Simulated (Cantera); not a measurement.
Cantera run:

```python
import numpy as np
import cantera as ct

gas_names = """
    B BH BH2 BH3 BN B2 H H2 N NH NH2 NH3 N2 N2H2 N2H4
""".split()
cond_names = """
    B(b) B(L) BN(s)
""".split()


# ... load() reads the species with a 1 bar reference pressure and builds the phases ...
atoms = {
    'borazine': {'B': 3, 'N': 3, 'H': 6},
    'NH3': {'N': 1, 'H': 3},
    'N2': {'N': 2},
}
top_T = {'BN(s)': 3200}  # K; cautious upper limits of use, not melting points


# ... equilibrate(T, P, feed) seeds the gas with the atoms and calls Mixture.equilibrate('TP', solver="vcs", rtol=1e-11, max_steps=5000) ...
results = []
feed = {'borazine': 1, 'NH3': 0.21, 'N2': 0.53}  # mol
T = 2275  # K
P = 300  # Pa
mix = equilibrate(T, P, feed)
results.append((T, P, feed, dict(zip(mix.species_names, mix.species_moles))))
print(gas.report(threshold=1e-05))
for i in range(1, mix.n_phases):
    print(f"{mix.phase(i).name:16s} {mix.phase_moles(i):12.5e} mol")
```

Result:

```
       temperature   2275 K
          pressure   300 Pa
           density   0.00018285 kg/m^3
  mean mol. weight   11.529 kg/kmol
   phase of matter   gas

                          1 kg             1 kmol
                     ---------------   ---------------
          enthalpy        7.5751e+06        8.7332e+07  J
   internal energy        5.9344e+06        6.8417e+07  J
           entropy             23330        2.6896e+05  J/K
    Gibbs function         -4.55e+07       -5.2456e+08  J
 heat capacity c_p            2947.1             33977  J/K
 heat capacity c_v            2225.9             25662  J/K

                      mass frac. Y      mole frac. X     chem. pot. / RT
                     ---------------   ---------------   ---------------
                 B         0.0023094          0.002463            -3.573
                BH        9.3516e-05        9.1228e-05           -16.758
               BH2         0.0010711         0.0009628           -29.942
                BN        0.00010258        4.7655e-05           -20.668
                 H         0.0097365           0.11136           -13.185
                H2          0.090258           0.51616           -26.369
                N2           0.89643           0.36891           -34.189
     [   +8 minor]        2.3933e-06        1.8927e-06

B(b)              2.97936e+00 mol
BN(s)             0.00000e+00 mol
```

These are equilibrium values from Cantera (NASA tables, ideal gas, pure condensed phases), not measurements of a reactor. The feed counts by its element totals alone. The tables' values for BH2 are old estimates; treat these amounts as uncertain.
